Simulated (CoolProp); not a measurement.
R365MFC along the isotherm 367.9 K: fugacity coefficient from the reference equation and from simpler models built on Tc = 460.0 K, pc = 3.266 MPa, ω = 0.377; each cubic takes its own stable root.

The numbers come from the reference Helmholtz-energy equation of state, Lemmon 2016 in CoolProp.

| p (MPa) | phase | reference |
|---|---|---|
| 0.544 | liquid | 0.8340 |
| 1.09 | liquid | 0.4264 |
| 1.63 | liquid | 0.2920 |
| 2.18 | liquid | 0.2237 |
| 2.72 | liquid | 0.1836 |
| 3.27 | liquid | 0.1564 |
| 3.81 | liquid | 0.1375 |
| 4.36 | liquid | 0.1231 |
| 4.9 | liquid | 0.1121 |

Task: How far does each simpler model (van der Waals, Redlich-Kwong, Soave-Redlich-Kwong, Peng-Robinson) lie from the reference over these 9 states: mean and median of the absolute difference, and the worst?

Result: 
- van der Waals: mean 111.2 %, median 124.6 %, worst +138.0 % at 367.9 K and 4.9 MPa
- Redlich-Kwong: mean 45.3 %, median 49.8 %, worst +51.9 % at 367.9 K and 4.9 MPa
- Soave-Redlich-Kwong: mean 3.7 %, median 3.8 %, worst +4.6 % at 367.9 K and 4.9 MPa
- Peng-Robinson: mean 0.6 %, median 0.7 %, worst +0.9 % at 367.9 K and 0.544 MPa

At some of these states van der Waals, Redlich-Kwong gives the other phase, because its saturation line lies elsewhere.
